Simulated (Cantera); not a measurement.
A closed system holds: 1 mol (CH₃)₂SiCl₂, 2.9 mol HCl, 170 mol H₂, held at 1648 K and 1.00 bar.

Cantera equilibrium calculation (NASA polynomials, part measured and part estimated; ideal gas, pure solids and liquids). Candidate condensed phases: C, C₆H₆, C₇H₈, C₈H₁₈, Si, SiC; 109 gas species. The feed counts by its element totals alone. Kinetics and transport are ignored.

Base state: H₂ 0.971, HCl 0.0277, CH₄ 0.00126, H 8.77e-5, C₂H₂ (acetylene) 4.34e-5, SiCl₂ 3.45e-5 (mole fractions); condensed: C(graphite) + SiC(s).

### Question
What changes in the equilibrium state with this change: temperature from 1648 K to 2550 K?

### Answer
| species | before | after |
|---|---|---|
| H₂ | 0.971 | 0.934 |
| H | 8.77e-5 | 0.0301 |
| HCl | 0.0277 | 0.0256 |
| C₂H₂ (acetylene) | 4.34e-5 | 0.00493 |
| Si | 3.18e-9 | 0.00266 |
| Si₂C | <1e-9 | 0.000393 |
| SiC₂ | <1e-9 | 0.000315 |
| SiH | 5.76e-9 | 0.000630 |
| Si₂ | <1e-9 | 2.96e-5 |
| C₂H | <1e-9 | 1.27e-5 |
| C(graphite), mol | 0.766 | 0 |
| SiC(s), mol | 0.994 | 0 |
The tables' values for SiCl are old estimates; treat these amounts as uncertain. Gases not in the tables: Si₂H₆ and higher silanes.
